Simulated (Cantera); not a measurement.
An isothermal, constant-pressure homogeneous reactor starts with H₂ : O₂ = 0.018 : 1 (molar parts), at 975 K and 140 Pa. Integrator tolerance rtol = 1e-08.

Detailed kinetics in Cantera: GRI-Mech 3.0 (53 species, 325 reactions). Radical loss at walls, strong at low pressure, is not modelled.

Question: What does this change do: temperature 975 to 1400 K?

Answer: 
```csv
quantity,before,after
x(H₂) at 30.0 s,2.26e-6 (gas-phase equilibrium 1.97e-11),4.22e-5 (gas-phase equilibrium 2.18e-7)
x(O₂) at 30.0 s,0.982 (gas-phase equilibrium 0.982),0.976 (gas-phase equilibrium 0.982)
x(OH) at 30.0 s,7.37e-5 (gas-phase equilibrium 2.24e-7),0.00137 (gas-phase equilibrium 9.90e-5)
x(O) at 30.0 s,0.000208 (gas-phase equilibrium 1.92e-9),0.00508 (gas-phase equilibrium 2.52e-5)
x(H) at 30.0 s,4.85e-6 (gas-phase equilibrium <1e-12),0.000171 (gas-phase equilibrium 6.11e-8)
x(H₂O) at 30.0 s,0.0178 (gas-phase equilibrium 0.0178),0.0170 (gas-phase equilibrium 0.0178)
```
